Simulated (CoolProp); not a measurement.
Vapour-liquid equilibrium of diethyl ether (1) + benzene (2) at 1.05 MPa; x and y are mole fractions of (1).

Values from CoolProp's multi-fluid Helmholtz-energy mixture model, Thol 2014 and Thol 2012; pair parameters Bell 2016.

```tsv
x	bubble temperature (K)	y at the bubble point	dew temperature at overall composition x (K)	liquid density (mol/L)
0.05	450.0	0.107	452.4	8.760
0.15	441.9	0.289	448.2	8.697
0.25	434.5	0.437	443.7	8.621
0.35	427.8	0.559	438.9	8.534
0.45	421.7	0.661	433.9	8.437
0.55	416.1	0.747	428.4	8.330
0.65	410.8	0.819	422.4	8.215
0.75	406.0	0.881	415.8	8.090
0.85	401.4	0.933	408.4	7.955
0.95	397.2	0.979	399.9	7.811
```

No azeotrope shows between x = 0.05 and 0.95.

Pair parameters are fitted to limited data, so mixtures are less certain than the pure fluids.
